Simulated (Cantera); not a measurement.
What does this Cantera script print?

```python
import numpy as np
import cantera as ct

gas_names = """
    CL CLO CL2 H HCL HOCL HO2 H2 H2O H2O2 O OH O2 O3 Ti TiCL TiCL2 TiCL3 TiCL4 TiO TiOCL TiOCL2 TiO2
""".split()
cond_names = """
    H2O(s) H2O(L) Ti(a) Ti(b) Ti(L) TiCL2(s) TiCL3(s) TiCL4(L) TiO(a) TiO(b) TiO(L) TiO2(ru) TiO2(L)
    Ti2O3(a) Ti2O3(b) Ti2O3(L) Ti3O5(a) Ti3O5(b) Ti3O5(L) Ti4O7(s) Ti4O7(L)
""".split()


# ... load() reads the species with a 1 bar reference pressure and builds the phases ...
atoms = {
    'TiO2': {'Ti': 1, 'O': 2},
    'HCl': {'H': 1, 'CL': 1},
}
top_T = {'TiCL2(s)': 1300, 'TiCL3(s)': 1000}  # K; cautious upper limits of use, not melting points


# ... equilibrate(T, P, feed) seeds the gas with the atoms and calls Mixture.equilibrate('TP', solver="vcs", rtol=1e-11, max_steps=5000) ...
results = []
feed = {'TiO2': 1, 'HCl': 8.7}  # mol
P = 1.5  # Pa
for T in [1075, 1125, 1175, 1225, 1275, 1325, 1375, 1425, 1475, 1525, 1575]:
    mix = equilibrate(T, P, feed)
    results.append((T, P, feed, dict(zip(mix.species_names, mix.species_moles))))

top = {s: max(r[3][s] / sum(r[3][g] for g in gas_names) for r in results) for s in gas_names}
cols = sorted((s for s in top if top[s] > 0.001), key=lambda s: -top[s])[:9]
seen = [c for c in cond_names if any(r[3].get(c, 0) > 1e-12 for r in results)]
print("log10 of partial pressures in bar; condensed amounts in mol")
print(f"{'T/K':>10s}" + "".join(f"{s[:9]:>10s}" for s in cols + seen))
for T, P, feed, n in results:
    ng = sum(n[g] for g in gas_names)
    print(f"{T:10.4g}" + "".join(f"{np.log10(max(n[s] / ng * P / 1e5, 1e-99)):10.3f}" for s in cols)
          + "".join(f"{n.get(c, 0):10.4g}" for c in seen))
```

Output:

```
log10 of partial pressures in bar; condensed amounts in mol
       T/K       HCL        CL        H2         H  TiO2(ru)
      1075    -4.824    -8.368    -8.668   -12.167    0.9994
      1125    -4.824    -8.051    -8.354   -11.529    0.9993
      1175    -4.825    -7.762    -8.066   -10.944    0.9992
      1225    -4.825    -7.496    -7.801   -10.407    0.9991
      1275    -4.827    -7.251    -7.558    -9.911     0.999
      1325    -4.828    -7.025    -7.333    -9.453    0.9988
      1375    -4.831    -6.816    -7.124    -9.027    0.9985
      1425    -4.835    -6.622    -6.932    -8.632    0.9981
      1475    -4.840    -6.442    -6.754    -8.264    0.9977
      1525    -4.848    -6.275    -6.590    -7.921    0.9971
      1575    -4.859    -6.121    -6.439    -7.601    0.9964
```

Cantera equilibrium calculation (NASA polynomials, part measured and part estimated; ideal gas, pure solids and liquids). The tables' values for TiCl2 are old estimates; treat these amounts as uncertain. Condensed phases not in the tables: TiOCl.
